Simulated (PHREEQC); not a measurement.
Make-up at 60 °C: 2.8 mmol/kgw H2SO4. It is in equilibrium with CO2 at log p = -1 (atm). Otherwise closed; pH follows from the charge balance.

Computed with PHREEQC (ion-association model, wateq4f.dat).

```json
{
 "pH": "2.39",
 "ionic_strength": "0.00605 mol/kgw",
 "total_alkalinity": "-5.60 meq/kg"
}
```

| species | molality | activity | log γ |
|---|---|---|---|
| H+ | 0.00443 | 0.00409 | -0.034 |
| CO2 | 0.00164 | 0.00164 | 0.001 |
| SO4-2 | 0.00163 | 0.00115 | -0.151 |
| HSO4- | 0.00117 | 0.00108 | -0.038 |
| HCO3- | 2.25e-7 | 2.06e-7 | -0.037 |

Precipitation was switched off in this run. Constants without temperature data keep their 25 °C values here.
